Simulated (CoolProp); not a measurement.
Values from CoolProp's reference Helmholtz-energy equation of state, Lemmon 2006. It is a short technical equation, of lower accuracy than the large ones.

Give the vapour pressure (MPa), vapour Z, liquid viscosity (µPa s) of saturated n-decane at 198.35 °C.


| T (°C) | p (MPa) | vapour Z | liquid viscosity (µPa s) |
|---|---|---|---|
| 198.35 | 0.181 | 0.905 | 171 |

Viscosity comes from a separate model (Huber 2004).
